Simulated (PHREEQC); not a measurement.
## Nickel, zinc or cadmium bath: an equilibrium model

Consider water at 25 °C with 17 mmol/kgw Ni(NO3)2, 0.1 mmol/kgw NaCl and 120 mmol/kgw NiCl2. Closed to the air; pH follows from the charge balance.

Equilibrium calculation in PHREEQC: ion-association model, wateq4f.dat.

Precipitation was switched off in this run.

Problem. Estimate the pH, activity of water, ionic strength.

Solution. pH 5.66; activity of water 0.993; ionic strength 0.362 mol/kgw.

Problem. In which forms is Cl present?

Solution. Cl- 89 %, NiCl+ 6.7 %, NiCl2 4.6 % of the Cl.
